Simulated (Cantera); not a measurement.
**Silicon oxide and oxynitride deposition: TEOS + O₃**

Feed: 1 mol TEOS, 0.24 mol O₃, equilibrated at 0.0133 bar.

Cantera equilibrium calculation (NASA polynomials, part measured and part estimated; ideal gas, pure solids and liquids). Candidate condensed phases: C, C₆H₆, C₇H₈, C₈H₁₈, H₂O, Si, SiC, SiO₂; 123 gas species. The feed counts by its element totals alone. Mutual solubility and eutectic melting of coexisting phases are not modelled. The tables hold silica as quartz up to 1696 K and as liquid above; real silica turns to tridymite and cristobalite and melts near 1996 K. The numbers say what is thermodynamically allowed, not how fast it happens.

| T (°C) | x H₂ | x CO | x H | x SiO | n C(graphite) | n SiO₂(β-quartz) | n SiC(s) |
|---|---|---|---|---|---|---|---|
| 825 | 0.786 | 0.214 | 1.90e-7 | 5.38e-11 | 5.28 | 1.00 | 0 |
| 900 | 0.786 | 0.214 | 9.05e-7 | 6.52e-9 | 5.28 | 1.00 | 0 |
| 975 | 0.786 | 0.214 | 3.59e-6 | 4.39e-7 | 5.28 | 1.000 | 0 |
| 1050 | 0.786 | 0.214 | 1.22e-5 | 1.82e-5 | 5.28 | 1.000 | 0 |
| 1125 | 0.706 | 0.294 | 3.44e-5 | 0.000364 | 3.12 | 0.278 | 0.717 |
| 1200 | 0.679 | 0.320 | 9.03e-5 | 0.000559 | 2.30 | 0 | 0.992 |
| 1275 | 0.679 | 0.320 | 0.000220 | 0.000762 | 2.30 | 0 | 0.989 |
| 1350 | 0.679 | 0.320 | 0.000493 | 0.00101 | 2.31 | 0 | 0.985 |
| 1425 | 0.678 | 0.319 | 0.00103 | 0.00130 | 2.32 | 0 | 0.981 |
| 1500 | 0.678 | 0.319 | 0.00203 | 0.00164 | 2.33 | 0 | 0.976 |
x: gas mole fraction; n: condensed amount in mol.

From 825 °C to 1050 °C the condensed part is C(graphite) + SiO₂(β-quartz). At 1125 °C the condensed part is C(graphite) + SiC(s) + SiO₂(β-quartz). From 1200 °C to 1500 °C the condensed part is C(graphite) + SiC(s).
